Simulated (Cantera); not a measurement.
Input: 1 mol Pb, 0.57 mol NH3, 11 mol N2, 0.0052 mol H2S, equilibrated at 0.0100 bar.

Cantera equilibrium calculation (NASA polynomials, part measured and part estimated; ideal gas, pure solids and liquids). Candidate condensed phases: Pb, PbS, S; 18 gas species. Kinetics and transport are ignored.

**Question.** Which condensed phases are stable at each of these points (T (°C)): 702, 802, 902, 1002, 1102, 1202, 1302, 1402, 1502, 1602, 1702?

**Answer.** 
| T (°C) | condensed phases | Pb condensed (%) |
|---|---|---|
| 702 | Pb(l) | 98.5 |
| 802 | Pb(l) | 90.2 |
| 902 | Pb(l) | 44.2 |
| 1002 | gas only | 0.0 |
| 1102 | gas only | 0.0 |
| 1202 | gas only | 0.0 |
| 1302 | gas only | 0.0 |
| 1402 | gas only | 0.0 |
| 1502 | gas only | 0.0 |
| 1602 | gas only | 0.0 |
| 1702 | gas only | 0.0 |

From 702 °C to 902 °C the condensed part is Pb(l). From 1002 °C to 1702 °C nothing is condensed.
